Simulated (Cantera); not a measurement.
Input: 1 mol B2O3, a varied amount of H2, 0.13 mol N2, at 1177 °C and 10.0 mbar.

These are equilibrium values from Cantera (NASA tables, ideal gas, pure condensed phases), not measurements of a reactor. Candidate condensed phases: B, BN, B2O3, B3O3H3, H2O; 39 gas species. N2 is the only nitrogen source here; it is nearly inert below about 1500 K, so the nitride shown seldom forms there in practice. Mutual solubility and eutectic melting of coexisting phases are not modelled. The numbers say what is thermodynamically allowed, not how fast it happens.

Task: Which condensed phases are stable at each of these points (n(H2) (mol)): 15, 28, 40, 53, 66, 79, 91, 100, 120, 130, 140, 160?

Result: 
```tsv
n(H2) (mol)	condensed phases	B condensed (%)
15	BN(s) + B2O3(l)	94.1
28	B2O3(l)	89.0
40	B2O3(l)	84.3
53	B2O3(l)	79.2
66	B2O3(l)	74.1
79	B2O3(l)	69.0
91	B2O3(l)	64.3
100	B2O3(l)	60.8
120	B2O3(l)	53.0
130	B2O3(l)	49.1
140	B2O3(l)	45.2
160	B2O3(l)	37.3
```

At 15 mol H2 the condensed part is BN(s) + B2O3(l). From 28 mol H2 to 160 mol H2 the condensed part is B2O3(l).
